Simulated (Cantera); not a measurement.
A freely propagating, adiabatic, planar premixed flame of H2 : O2 : N2 = 1 : 0.385 : 1.38 (molar parts), equivalence ratio 1.3, unburnt at 348 K and 1000000 Pa; mixture-averaged transport, grid criteria slope 0.08 and curve 0.16, no radiation.

Detailed kinetics in Cantera: the H2/O2 subset of GRI-Mech 3.0, which has no nitrogen chemistry. The hydrogen kinetics of GRI-Mech 3.0 are dated; newer H2 mechanisms differ, most at raised pressure. Burning velocities carry a grid error of a few per cent, more on coarse grids.

### Question
Predict: laminar burning velocity; thermal thickness; peak x(H2O2); peak x(O); peak x(HO2).

### Answer
- laminar burning velocity = 323 cm/s
- thermal thickness = 0.0205 mm
- peak x(H2O2) = 0.000219
- peak x(O) = 0.00334
- peak x(HO2) = 0.00174
